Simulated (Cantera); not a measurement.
A closed system holds: 1 mol MgCO3, 0.15 mol O2, 1.2 mol N2, at 0.100 bar.

These are equilibrium values from Cantera (NASA tables, ideal gas, pure condensed phases), not measurements of a reactor. Candidate condensed phases: C, Mg, MgCO3, MgO; 28 gas species. Kinetics and transport are ignored. All values below are at 1125 K.

Base state: N2 0.511, CO2 0.426, O2 0.0638, NO 4.71e-5 (mole fractions); condensed: MgO(s).

Question: What changes in the equilibrium state with this change: MgCO3 replaced by MgO?

Answer: 
| species | before | after |
|---|---|---|
| N2 | 0.511 | 0.889 |
| O2 | 0.0638 | 0.111 |
| NO | 4.71e-5 | 8.20e-5 |
| CO2 | 0.426 | 0 |
| MgO(s), mol | 1.00 | 1.00 |
